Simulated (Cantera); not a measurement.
A counterflow diffusion flame at 0.987 atm, nozzles 20 mm apart: fuel side H2 = 1 (molar parts) at 325 K, oxidiser side O2 : N2 = 0.26 : 0.74 (molar parts) at 350 K, fuel mass flux 0.22 times the oxidiser's; mixture-averaged transport, no radiation.

Model: the H2/O2 subset of GRI-Mech 3.0, which has no nitrogen chemistry, integrated in Cantera. The maximum strain rate includes the flame's own expansion and is several times the mean.

x: mole fraction; the columns are a selection and need not sum to one.

```tsv
oxidiser flux (kg/m²/s)	max strain (1/s)	mean strain (1/s)	T max (K)	peak x OH	peak x H	peak x H2O	peak x HO2
0.6	679	119	2630	0.0284	0.0201	0.320	5.14e-5
0.76	___	150	2605	0.0285	0.0210	0.318	___
0.97	1040	192	2577	0.0286	0.0223	0.316	7.21e-5
1.2	1250	237	2551	0.0287	0.0236	0.315	8.27e-5
1.6	1600	316	2508	0.0287	0.0257	0.312	9.83e-5
2	1930	395	2475	0.0287	0.0275	0.311	0.000111
2.6	2410	514	2432	0.0287	0.0298	0.308	0.000127
3.3	___	652	2387	0.0284	0.0320	0.306	___
4.1	3550	810	2345	0.0281	0.0343	0.304	0.000159
```

### Question
Some entries are withheld; supply them.

### Answer

- 0.76, max strain (1/s): 841
- 0.76, peak x HO2: 6.14e-5
- 3.3, max strain (1/s): 2960
- 3.3, peak x HO2: 0.000144
